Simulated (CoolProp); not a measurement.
Model: reference Helmholtz-energy equation of state, Thol 2016, in CoolProp.

Q: For hexamethyldisiloxane (MM), give the phase and the density (kg/m³), cp (kJ/(kg K)), cv (kJ/(kg K)), expansivity (1/kK) at 520.7 K and 0.689 MPa.

A: 
- 520.7 K and 0.689 MPa: gas; density 30.0, cp 2.14, cv 2.03, expansivity 3.20
